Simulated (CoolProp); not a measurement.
Properties of the fluoroketone C6F12O (FK-5-1-12) along the isotherm 451.5 K.

Values from CoolProp's reference Helmholtz-energy equation of state, McLinden 2015.

| p (bar) | phase | density (kg/m³) | Joule-Thomson coefficient (K/MPa) | fugacity coefficient |
|---|---|---|---|---|
| 11.7 | gas | 128.8 | 11.15 | 0.8059 |
| 23.4 | supercritical | 745.4 | 10.99 | 0.6044 |
| 35 | supercritical | 979.8 | 2.030 | 0.4506 |
| 46.7 | supercritical | 1053 | 1.081 | 0.3719 |
| 58.4 | supercritical | 1100 | 0.6880 | 0.3259 |
| 70.1 | supercritical | 1135 | 0.4674 | 0.2965 |
| 81.8 | supercritical | 1163 | 0.3242 | 0.2768 |
| 93.5 | supercritical | 1187 | 0.2229 | 0.2634 |
| 105 | supercritical | 1207 | 0.1483 | 0.2543 |
| 117 | supercritical | 1226 | 0.08774 | 0.2480 |
| 128 | supercritical | 1241 | 0.04301 | 0.2443 |
| 140 | supercritical | 1257 | 0.002751 | 0.2422 |
| 152 | supercritical | 1271 | -0.03082 | 0.2416 |
| 164 | supercritical | 1284 | -0.05926 | 0.2424 |
| 175 | supercritical | 1295 | -0.08180 | 0.2441 |
| 187 | supercritical | 1306 | -0.1033 | 0.2468 |
